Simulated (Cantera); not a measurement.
Input (Python, Cantera):

```python
import numpy as np
import cantera as ct

gas = ct.Solution("h2o2.yaml")
gas.TPX = 525, 340000, {'H2': 1, 'O2': 0.238, 'N2': 0.895}
flame = ct.FreeFlame(gas, width=0.017)
flame.set_refine_criteria(ratio=3, slope=0.08, curve=0.16)
flame.transport_model = "mixture-averaged"
flame.solve(loglevel=0, auto=True)
z, T = flame.grid, flame.T
thick = (T[-1] - T[0]) / np.gradient(T, z).max()
show = ['H2', 'O2', 'O', 'HO2', 'H2O', 'OH']
print(f"laminar burning velocity  {flame.velocity[0] * 100:.3f} cm/s")
print(f"burnt temperature         {T[-1]:.1f} K")
print(f"thermal thickness         {thick * 1e3:.4f} mm")
print(f"grid points               {len(z)}")
z0 = z[flame.heat_release_rate.argmax()]
print(f"{'z/mm':>9s}{'T/K':>9s}{'u/(m/s)':>9s}" + "".join(f"{s:>11s}" for s in show))
rows = []
for k in (-3, -2, -1.5, -1, -0.5, -0.25, 0, 0.25, 0.5, 1, 2, 4, 8):
    zz = z0 + k * thick
    rows.append([k * thick, np.interp(zz, z, T), np.interp(zz, z, flame.velocity),
                 *(np.interp(zz, z, flame.X[gas.species_index(s)]) for s in show)])
    print(f"{rows[-1][0] * 1e3:9.3f}{rows[-1][1]:9.1f}{rows[-1][2]:9.3f}" + "".join(f"{x:11.3e}" for x in rows[-1][3:]))
```

It prints:

```
laminar burning velocity  725.839 cm/s
burnt temperature         2202.6 K
thermal thickness         0.0883 mm
grid points               115
     z/mm      T/K  u/(m/s)         H2         O2          O        HO2        H2O         OH
   -0.265    525.0    7.258  4.688e-01  1.116e-01  1.916e-13  8.319e-12  3.549e-11  4.010e-15
   -0.177    525.0    7.258  4.688e-01  1.116e-01  1.063e-11  4.120e-10  1.465e-09  2.225e-13
   -0.132    525.0    7.258  4.688e-01  1.116e-01  3.516e-10  1.373e-08  3.882e-08  7.378e-12
   -0.088    525.5    7.262  4.686e-01  1.116e-01  2.197e-08  1.244e-06  2.457e-06  6.996e-10
   -0.044    577.5    7.879  4.597e-01  1.121e-01  1.329e-05  5.265e-04  1.916e-03  8.673e-05
   -0.022    874.7   11.568  4.220e-01  1.037e-01  2.886e-04  4.720e-04  2.859e-02  8.700e-04
    0.000   1279.3   16.481  3.491e-01  7.266e-02  1.783e-03  2.075e-04  9.791e-02  1.819e-03
    0.022   1559.7   19.921  2.803e-01  3.093e-02  2.397e-03  8.143e-05  1.783e-01  3.254e-03
    0.044   1700.9   21.637  2.500e-01  9.659e-03  1.502e-03  2.463e-05  2.196e-01  3.692e-03
    0.088   1821.5   23.029  2.430e-01  1.149e-03  7.296e-04  2.855e-06  2.376e-01  3.792e-03
    0.177   1927.1   24.188  2.499e-01  2.149e-04  4.453e-04  6.299e-07  2.417e-01  3.520e-03
    0.353   2022.1   25.202  2.577e-01  1.004e-04  2.369e-04  3.262e-07  2.445e-01  2.872e-03
    0.706   2096.2   25.974  2.639e-01  4.421e-05  1.051e-04  1.560e-07  2.470e-01  2.069e-03
```

Detailed kinetics in Cantera: the H2/O2 subset of GRI-Mech 3.0, which has no nitrogen chemistry. The hydrogen kinetics of GRI-Mech 3.0 are dated; newer H2 mechanisms differ, most at raised pressure. Burning velocities carry a grid error of a few per cent, more on coarse grids.
